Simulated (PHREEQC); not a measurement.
A column of 0.5 m (30 cells, dispersivity 0.025 m, 720 s a shift, diffusion coefficient 3e-10 m²/s) holds 0.17 eq of the database's cation exchanger X per kg of pore water, first in equilibrium with 0.00086 mol/kgw MgSO4, 0.045 mol/kgw MnCl2 and 1e-05 mol/kgw HCl. It is flushed with 61 mmol/kgw MgCl2, 2.6 mmol/kgw KBr, 67 mmol/kgw (NH4)2SO4 and 0.01 mmol/kgw HCl, at 25 °C. Values are for the last cell. CO2 from the air is kept out. No solid was allowed to form.

All values are PHREEQC results (ion-association model, phreeqc.dat), not measurements.

| pore volumes | NH4 in solution (mol/kgw) | Br in solution (mol/kgw) | K in solution (mol/kgw) | Mn in solution (mol/kgw) | S in solution (mol/kgw) | MgX2 on the exchanger (mol/kgw) | NH4X on the exchanger (mol/kgw) |
|---|---|---|---|---|---|---|---|
| 0 | 0 | 0 | 0 | 0.0450 | 0.000860 | 0.00214 | 0 |
| 0.4167 | 1.14e-10 | 7.26e-6 | 8.60e-14 | 0.0452 | 0.00104 | 0.00214 | 2.09e-10 |
| 0.95 | 0.000826 | 0.00129 | 3.76e-6 | 0.0839 | 0.0337 | 0.00359 | 0.00115 |
| 1.35 | 0.0181 | 0.00226 | 0.000156 | 0.0845 | 0.0583 | 0.0191 | 0.0211 |
| 1.75 | 0.0617 | 0.00254 | 0.000756 | 0.0432 | 0.0654 | 0.0313 | 0.0632 |
| 2.283 | 0.110 | 0.00259 | 0.00173 | 0.00987 | 0.0669 | 0.0299 | 0.100 |
| 2.683 | 0.125 | 0.00260 | 0.00217 | 0.00273 | 0.0670 | 0.0275 | 0.111 |
| 3.083 | 0.131 | 0.00260 | 0.00240 | 0.000714 | 0.0670 | 0.0263 | 0.114 |
| 3.617 | 0.133 | 0.00260 | 0.00253 | 0.000116 | 0.0670 | 0.0257 | 0.116 |
| 4.017 | 0.134 | 0.00260 | 0.00257 | 2.94e-5 | 0.0670 | 0.0256 | 0.116 |

Species that the database lacks are ignored.
